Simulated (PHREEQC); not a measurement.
**Buffer (model solution)**

Dissolve 0.023 mol/kgw H3PO4, 4.3e-05 mol/kgw Na2SO4 and 4.3e-05 mol/kgw NaCl at 25 °C. Closed to the air; pH follows from the charge balance.

All values are PHREEQC results (ion-association model, phreeqc.dat), not measurements.

Each row changes one thing in this solution. No solid was allowed to form.

```
case                                       pH  ionic strength (mol/kgw)  H3PO4 (mol/kgw)  H2PO4- (mol/kgw)  HPO4-2 (mol/kgw)  SI of Halite (NaCl)
---------------------------------------  ----  ------------------------  ---------------  ----------------  ----------------  -------------------
as made                                  2.03                    0.0104           0.0127            0.0103           9.29e-8                -9.92
Na2SO4 left out                          2.03                    0.0103           0.0127            0.0103           9.26e-8               -10.39
NaCl from 4.3e-05 to 3.87e-05 mol/kgw    2.03                    0.0104           0.0127            0.0103           9.29e-8                    …
NaCl from 4.3e-05 to 0.00043 mol/kgw     2.03                    0.0108           0.0127            0.0103           9.35e-8                -8.32
Na2SO4 from 4.3e-05 to 0.000215 mol/kgw  2.03                    0.0108           0.0127            0.0103           9.41e-8                -9.35
temperature from 25 to 90 °C             2.13                   0.00822           0.0149           0.00811           1.27e-7                    …
```

Q: Fill in the missing entries.

A: 
- NaCl from 4.3e-05 to 3.87e-05 mol/kgw, SI of Halite (NaCl): -9.98
- temperature from 25 to 90 °C, SI of Halite (NaCl): -9.96

At this temperature some constants are extrapolated from 25 °C, and those without enthalpy data are left unchanged.
